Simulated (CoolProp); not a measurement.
Saturation properties of CH3F (R41) (Tc = 317.3 K, pc = 5.906 MPa, ω = 0.200).

Values from CoolProp's reference Helmholtz-energy equation of state, Lemmon 2006. It is a short technical equation, of lower accuracy than the large ones.

| T (K) | p (MPa) | liquid density (kg/m³) | vapour density (kg/m³) | enthalpy of vaporisation (kJ/kg) | liquid cp (kJ/(kg K)) |
|---|---|---|---|---|---|
| 157.3 | 0.007293 | 955.2 | 0.1914 | 535.2 | 2.067 |
| 170.6 | 0.02155 | 929.8 | 0.5258 | 519.2 | 2.058 |
| 183.9 | 0.05342 | 903.5 | 1.224 | 502.3 | 2.061 |
| 197.2 | 0.1155 | 876.1 | 2.513 | 484.3 | 2.075 |
| 210.6 | 0.2252 | 847.2 | 4.705 | 464.6 | 2.104 |
| 223.9 | 0.4009 | 816.7 | 8.141 | 443.0 | 2.150 |
| 237.2 | 0.6660 | 784.1 | 13.32 | 418.8 | 2.219 |
| 250.5 | 1.046 | 748.7 | 20.91 | 391.2 | 2.320 |
| 263.8 | 1.570 | 709.4 | 31.92 | 359.2 | 2.472 |
| 277.1 | 2.268 | 664.8 | 48.06 | 320.9 | 2.718 |
| 290.4 | 3.179 | 611.6 | 72.72 | 272.9 | 3.184 |

It boils at 194.8 K under 1 atm.
